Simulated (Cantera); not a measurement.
**Equilibrium for silicon oxide and oxynitride deposition: SiH2Cl2 + H2O + N2**

A closed system holds: 1 mol SiH2Cl2, 10 mol H2O, 1.6 mol N2, equilibrated at 0.0825 Torr.

These are equilibrium values from Cantera (NASA tables, ideal gas, pure condensed phases), not measurements of a reactor. Candidate condensed phases: H2O, NH4Cl, Si, SiO2, Si2N2O, Si3N4; 47 gas species. The tables hold silica as quartz up to 1696 K and as liquid above; real silica turns to tridymite and cristobalite and melts near 1996 K. Rates play no part.

```json
[
 {"T (°C)": "677", "x H2O": "0.588", "x HCl": "0.147", "x H2": "0.147", "x N2": "0.118", "x H": "2.03e-8", "x Cl": "1.94e-8", "x OH": "1.20e-10", "n SiO2(β-quartz)": "1.00"},
 {"T (°C)": "727", "x H2O": "0.588", "x HCl": "0.147", "x H2": "0.147", "x N2": "0.118", "x H": "8.30e-8", "x Cl": "7.72e-8", "x OH": "7.34e-10", "n SiO2(β-quartz)": "1.00"},
 {"T (°C)": "777", "x H2O": "0.588", "x HCl": "0.147", "x H2": "0.147", "x N2": "0.118", "x H": "2.97e-7", "x Cl": "2.71e-7", "x OH": "3.79e-9", "n SiO2(β-quartz)": "1.00"},
 {"T (°C)": "827", "x H2O": "0.588", "x HCl": "0.147", "x H2": "0.147", "x N2": "0.118", "x H": "9.45e-7", "x Cl": "8.47e-7", "x OH": "1.69e-8", "n SiO2(β-quartz)": "1.00"},
 {"T (°C)": "877", "x H2O": "0.588", "x HCl": "0.147", "x H2": "0.147", "x N2": "0.118", "x H": "2.73e-6", "x Cl": "2.40e-6", "x OH": "6.60e-8", "n SiO2(β-quartz)": "1.00"},
 {"T (°C)": "927", "x H2O": "0.588", "x HCl": "0.147", "x H2": "0.147", "x N2": "0.118", "x H": "7.22e-6", "x Cl": "6.26e-6", "x OH": "2.31e-7", "n SiO2(β-quartz)": "1.00"},
 {"T (°C)": "977", "x H2O": "0.588", "x HCl": "0.147", "x H2": "0.147", "x N2": "0.118", "x H": "1.77e-5", "x Cl": "1.51e-5", "x OH": "7.29e-7", "n SiO2(β-quartz)": "1.00"},
 {"T (°C)": "1027", "x H2O": "0.588", "x HCl": "0.147", "x H2": "0.147", "x N2": "0.118", "x H": "4.04e-5", "x Cl": "3.41e-5", "x OH": "2.11e-6", "n SiO2(β-quartz)": "1.00"},
 {"T (°C)": "1077", "x H2O": "0.588", "x HCl": "0.147", "x H2": "0.147", "x N2": "0.118", "x H": "8.71e-5", "x Cl": "7.26e-5", "x OH": "5.66e-6", "n SiO2(β-quartz)": "1.00"},
 {"T (°C)": "1127", "x H2O": "0.588", "x HCl": "0.147", "x H2": "0.147", "x N2": "0.118", "x H": "0.000178", "x Cl": "0.000146", "x OH": "1.41e-5", "n SiO2(β-quartz)": "1.000"},
 {"T (°C)": "1177", "x H2O": "0.588", "x HCl": "0.147", "x H2": "0.147", "x N2": "0.118", "x H": "0.000346", "x Cl": "0.000281", "x OH": "3.32e-5", "n SiO2(β-quartz)": "1.000"},
 {"T (°C)": "1227", "x H2O": "0.588", "x HCl": "0.146", "x H2": "0.147", "x N2": "0.118", "x H": "0.000643", "x Cl": "0.000517", "x OH": "7.35e-5", "n SiO2(β-quartz)": "1.000"},
 {"T (°C)": "1277", "x H2O": "0.587", "x HCl": "0.146", "x H2": "0.147", "x N2": "0.118", "x H": "0.00115", "x Cl": "0.000913", "x OH": "0.000155", "n SiO2(β-quartz)": "1.000"},
 {"T (°C)": "1327", "x H2O": "0.587", "x HCl": "0.145", "x H2": "0.147", "x N2": "0.117", "x H": "0.00199", "x Cl": "0.00155", "x OH": "0.000311", "n SiO2(β-quartz)": "0.999"}
]
```
x: gas mole fraction; n: condensed amount in mol.

From 677 °C to 1327 °C the condensed part is SiO2(β-quartz).
